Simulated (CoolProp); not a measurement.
Computed with CoolProp (reference Helmholtz-energy equation of state, Lemmon 2006). It is a short technical equation, of lower accuracy than the large ones.

Q: For CH3F (R41), give the phase and the cv (kJ/(kg K)), Joule-Thomson coefficient (K/MPa) at 56.15 °C and 0.101 MPa.

A: 
- 56.15 °C and 0.101 MPa: gas; cv 0.915, Joule-Thomson coefficient 13.5
